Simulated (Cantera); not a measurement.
An isothermal, constant-pressure homogeneous reactor starts with 30.3 % C₃H₈, 69.7 % H₂, at 1725 K and 100.0 Torr.

Detailed kinetics in Cantera: GRI-Mech 3.0 (53 species, 325 reactions). GRI-Mech 3.0 was tuned for natural gas; its chemistry of propane as a main component is partial and can be far from experiment. GRI-Mech 3.0 stops at C3 and has no aromatics, soot or wall deposition, so with more carbon than oxygen in the feed, carbon stays in small species such as C2H2 where larger ones or solid carbon would form.

x: mole fraction; the columns are a selection and need not sum to one.

```tsv
t (s)	x C₃H₈	x H₂	x C₂H₆	x CH₄	x C₂H₄	x H	x C₂H
1.00e-5	0.202	0.649	0.00515	0.0339	0.0569	0.00130	(withheld)
2.86e-5	0.0460	0.577	0.0144	0.135	0.162	0.00269	(withheld)
8.18e-5	0.000700	0.576	0.00479	0.188	0.148	0.00172	(withheld)
0.000234	3.65e-6	0.599	0.000829	0.184	0.101	0.000639	(withheld)
0.000669	1.77e-7	0.615	0.000172	0.176	0.0624	0.000306	4.48e-7
0.00191	5.94e-8	0.631	8.51e-5	0.168	0.0265	0.000241	4.17e-7
0.00548	5.73e-8	0.646	8.94e-5	0.154	0.00404	0.000287	(withheld)
0.0157	3.75e-8	0.665	6.72e-5	0.129	0.00194	0.000310	(withheld)
0.0448	1.29e-8	0.697	3.25e-5	0.0863	0.00137	0.000343	(withheld)
0.128	1.94e-9	0.730	8.76e-6	0.0421	0.00103	0.000390	(withheld)
0.367	1.78e-10	0.749	1.48e-6	0.0161	0.000952	0.000428	8.36e-7
1.05	3.34e-11	0.756	3.16e-7	0.00653	0.000951	0.000443	8.66e-7
3.00	2.01e-11	0.758	1.92e-7	0.00449	0.000953	0.000446	8.72e-7
```

Fill in the missing entries.


- 1.00e-5, x C₂H: 5.36e-9
- 2.86e-5, x C₂H: 3.71e-7
- 8.18e-5, x C₂H: 1.25e-6
- 0.000234, x C₂H: 7.40e-7
- 0.00548, x C₂H: 5.40e-7
- 0.0157, x C₂H: 5.92e-7
- 0.0448, x C₂H: 6.61e-7
- 0.128, x C₂H: 7.58e-7
